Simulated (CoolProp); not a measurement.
n-butane at several states: Z from the reference equation and from simpler models built on Tc = 425.1 K, pc = 37.96 bar, ω = 0.201; each cubic takes its own stable root.

The numbers come from the reference Helmholtz-energy equation of state, Bücker 2006 in CoolProp.

```json
[
 {"T (K)": "185.6", "p (bar)": "1.78", "phase": "liquid", "reference": "0.009748", "van der Waals": "___", "Soave-Redlich-Kwong": "0.01054"},
 {"T (K)": "416.2", "p (bar)": "3.86", "phase": "gas", "reference": "0.9623", "van der Waals": "___", "Soave-Redlich-Kwong": "0.9620"},
 {"T (K)": "312.3", "p (bar)": "120", "phase": "liquid", "reference": "0.4660", "van der Waals": "___", "Soave-Redlich-Kwong": "0.4943"}
]
```

**Question.** Complete the blanks.

**Answer.** 
- 185.6, van der Waals: 0.01584
- 416.2, van der Waals: 0.9673
- 312.3, van der Waals: 0.7056
